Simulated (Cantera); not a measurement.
A closed system holds: 1 mol Si₂H₆, 23 mol O₂, 59 mol H₂, 17 mol H₂O, equilibrated at 37.0 Pa.

Method: chemical equilibrium by Gibbs-energy minimisation in Cantera with the NASA 1993 tables (ideal gas, pure condensed phases). Candidate condensed phases: H₂O, Si, SiO₂; 18 gas species. The feed counts by its element totals alone. The tables hold silica as quartz up to 1696 K and as liquid above; real silica turns to tridymite and cristobalite and melts near 1996 K. The numbers say what is thermodynamically allowed, not how fast it happens.

Problem. Which condensed phases are stable at each of these points (T (°C)): 250, 400, 550, 700, 850, 1000, 1150, 1300, 1450, 1600, 1750?

Solution. 
```
T (°C)  condensed phases  Si condensed (%)
------  ----------------  ----------------
250       SiO₂(α-quartz)             100.0
400       SiO₂(α-quartz)             100.0
550       SiO₂(α-quartz)             100.0
700       SiO₂(β-quartz)             100.0
850       SiO₂(β-quartz)             100.0
1000      SiO₂(β-quartz)             100.0
1150      SiO₂(β-quartz)             100.0
1300      SiO₂(β-quartz)             100.0
1450     SiO₂(condensed)              98.4
1600     SiO₂(condensed)              69.8
1750            gas only               0.0
```

From 250 °C to 550 °C the condensed part is SiO₂(α-quartz). From 700 °C to 1300 °C the condensed part is SiO₂(β-quartz). From 1450 °C to 1600 °C the condensed part is SiO₂(condensed). At 1750 °C nothing is condensed.
